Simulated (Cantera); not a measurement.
Cantera run:

```python
import numpy as np
import cantera as ct

gas_names = [...]  # 113 gases of nasa_gas.yaml made of C, H, O, Ti
cond_names = """
    C(gr) C6H6(L) C7H8(L) C8H18(L),n-octa H2O(s) H2O(L) Ti(a) Ti(b) Ti(L) TiC(s) TiC(L) TiO(a) TiO(b)
    TiO(L) TiO2(ru) TiO2(L) Ti2O3(a) Ti2O3(b) Ti2O3(L) Ti3O5(a) Ti3O5(b) Ti3O5(L) Ti4O7(s) Ti4O7(L)
""".split()


# ... load() reads the species with a 1 bar reference pressure and builds the phases ...
atoms = {
    'Ti(OiPr)4': {'Ti': 1, 'C': 12, 'H': 28, 'O': 4},
    'C3H8': {'C': 3, 'H': 8},
    'H2': {'H': 2},
}
top_T = {'C(gr)': 4500}  # K; cautious upper limits of use, not melting points


# ... equilibrate(T, P, feed) seeds the gas with the atoms and calls Mixture.equilibrate('TP', solver="vcs", rtol=1e-11, max_steps=5000) ...
results = []
feed = {'Ti(OiPr)4': 1, 'C3H8': 2.4, 'H2': 3.6}  # mol
T = 1450  # K
P = 450  # Pa
mix = equilibrate(T, P, feed)
results.append((T, P, feed, dict(zip(mix.species_names, mix.species_moles))))
print(gas.report(threshold=0.0001))
for i in range(1, mix.n_phases):
    print(f"{mix.phase(i).name:16s} {mix.phase_moles(i):12.5e} mol")
```

It prints:

```
       temperature   1450 K
          pressure   450 Pa
           density   0.00019964 kg/m^3
  mean mol. weight   5.3485 kg/kmol
   phase of matter   gas

                          1 kg             1 kmol
                     ---------------   ---------------
          enthalpy        3.9035e+06        2.0878e+07  J
   internal energy        1.6494e+06        8.8217e+06  J
           entropy             43904        2.3482e+05  J/K
    Gibbs function       -5.9758e+07       -3.1961e+08  J
 heat capacity c_p            6079.8             32518  J/K
 heat capacity c_v            4525.2             24203  J/K

                      mass frac. Y      mole frac. X     chem. pot. / RT
                     ---------------   ---------------   ---------------
                CO           0.67136            0.1282           -43.285
                 H        2.4807e-05        0.00013163           -12.023
                H2           0.32855           0.87165           -24.046
     [ +110 minor]        5.9557e-05        1.6914e-05

C(gr)             1.41994e+01 mol
Ti(b)             0.00000e+00 mol
TiC(s)            1.00000e+00 mol
TiO(b)            0.00000e+00 mol
TiO2(ru)          0.00000e+00 mol
Ti2O3(b)          0.00000e+00 mol
Ti3O5(b)          0.00000e+00 mol
Ti4O7(s)          0.00000e+00 mol
```

These are equilibrium values from Cantera (NASA tables, ideal gas, pure condensed phases), not measurements of a reactor. The feed counts by its element totals alone. TiC: taken at fixed stoichiometry.
